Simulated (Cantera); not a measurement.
A perfectly stirred reactor is fed with 35.0 % NH3, 65.0 % N2, at 20.0 Torr; it is held at 1950 K, and followed from long to short residence time.

Computed with Cantera and the gas-phase N/H chemistry of the illustrative SiF4/NH3 mechanism in the Surface Chemkin manual (1991). Walls and surfaces, which speed up NH3 decomposition in real reactors, are not modelled.

x: mole fraction; the columns are a selection and need not sum to one.

```json
[
 {"τ (s)": "22", "x NH3": "0.0210", "x N2H2": "1.00e-7", "x N2H4": "1.56e-10", "x NH2": "9.15e-5", "x H": "0.000557", "x H2": "0.365", "x N2": "0.613"},
 {"τ (s)": "4.7", "x NH3": "0.0722", "x N2H2": "4.52e-7", "x N2H4": "9.12e-10", "x NH2": "0.000221", "x H": "0.000331", "x H2": "0.308", "x N2": "0.619"},
 {"τ (s)": "1.0", "x NH3": "0.181", "x N2H2": "1.47e-6", "x N2H4": "3.52e-9", "x NH2": "0.000434", "x H": "0.000159", "x H2": "0.188", "x N2": "0.631"},
 {"τ (s)": "0.22", "x NH3": "…", "x N2H2": "…", "x N2H4": "…", "x NH2": "…", "x H": "…", "x H2": "…", "x N2": "0.643"},
 {"τ (s)": "0.048", "x NH3": "0.335", "x N2H2": "3.07e-6", "x N2H4": "1.14e-8", "x NH2": "0.000781", "x H": "1.46e-5", "x H2": "0.0162", "x N2": "0.648"},
 {"τ (s)": "0.010", "x NH3": "0.347", "x N2H2": "1.82e-6", "x N2H4": "8.27e-9", "x NH2": "0.000665", "x H": "2.45e-6", "x H2": "0.00224", "x N2": "0.650"},
 {"τ (s)": "0.0023", "x NH3": "0.350", "x N2H2": "…", "x N2H4": "…", "x NH2": "…", "x H": "…", "x H2": "…", "x N2": "0.650"},
 {"τ (s)": "0.00049", "x NH3": "0.350", "x N2H2": "8.11e-9", "x N2H4": "5.61e-11", "x NH2": "5.50e-5", "x H": "2.93e-7", "x H2": "2.78e-5", "x N2": "0.650"},
 {"τ (s)": "0.00011", "x NH3": "0.350", "x N2H2": "3.03e-10", "x N2H4": "2.66e-12", "x NH2": "1.22e-5", "x H": "2.79e-7", "x H2": "5.94e-6", "x N2": "0.650"}
]
```

Problem. Some entries are withheld; supply them.

Solution. 
- 0.22, x NH3: 0.287
- 0.22, x N2H2: 2.72e-6
- 0.22, x N2H4: 7.79e-9
- 0.22, x NH2: 0.000645
- 0.22, x H: 5.56e-5
- 0.22, x H2: 0.0691
- 0.0023, x N2H2: 2.22e-7
- 0.0023, x N2H4: 1.18e-9
- 0.0023, x NH2: 0.000252
- 0.0023, x H: 4.19e-7
- 0.0023, x H2: 0.000179
